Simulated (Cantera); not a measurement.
A perfectly stirred reactor is fed with CH₃OH : O₂ : N₂ = 1 : 2.73 : 10.3 (molar parts), equivalence ratio 0.55, at 0.570 bar; it is adiabatic with a 398 K inlet, and is followed from long to short residence time, starting on the burning branch (τ in s: 0.035, 0.018, 0.0097, 0.0051, 0.0027, 0.0014, 0.00074, 0.00039, 0.00021, 0.00011, 5.7e-05, 3e-05).

Model: GRI-Mech 3.0 (53 species, 325 reactions), integrated in Cantera. GRI-Mech 3.0 was tuned for natural gas; its chemistry of methanol as a main component is partial and can be far from experiment.

**Question.** Predict: blow-out, bracketed by the residence times tried; x(CH₃OH) at τ = 35.0 ms; x(O₂) at τ = 35.0 ms; x(CO₂) at τ = 35.0 ms; x(NO₂) at τ = 35.0 ms; x(CH₃OH) at τ = 0.740 ms; x(O₂) at τ = 0.740 ms.

**Answer.** 
- blow-out, bracketed by the residence times tried = burning at 1.40 ms, out at 0.740 ms
- x(CH₃OH) at τ = 35.0 ms = 1.12e-5
- x(O₂) at τ = 35.0 ms = 0.0846
- x(CO₂) at τ = 35.0 ms = 0.0675
- x(NO₂) at τ = 35.0 ms = 8.43e-9
- x(CH₃OH) at τ = 0.740 ms = 0.0713
- x(O₂) at τ = 0.740 ms = 0.195
